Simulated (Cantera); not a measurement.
A closed system holds: 1 mol CF4, 0.75 mol H2, at 2900 K and 10.0 mbar.

Equilibrium computed with Cantera from the NASA thermochemical tables; the gas is ideal and each condensed phase is pure. Candidate condensed phases: C, C6H6, C7H8, C8H18; 95 gas species. The numbers say what is thermodynamically allowed, not how fast it happens.

Base state: F 0.530, HF 0.374, CF 0.0494, CF2 0.0283, C3 0.0103, H 0.00478, C 0.00189, C2 0.00103 (mole fractions); condensed: C(graphite).

Task: What changes in the equilibrium state with this change: H2 from 0.75 to 0.14 mol?

Result: 
```tsv
species	before	after
F	0.530	0.779
CF	0.0494	0.0727
HF	0.374	0.0727
CF2	0.0283	0.0611
C3	0.0103	0.0103
H2	1.73e-5	3.03e-7
C2H	3.26e-5	4.31e-6
C(graphite), mol	0.550	0.352
```
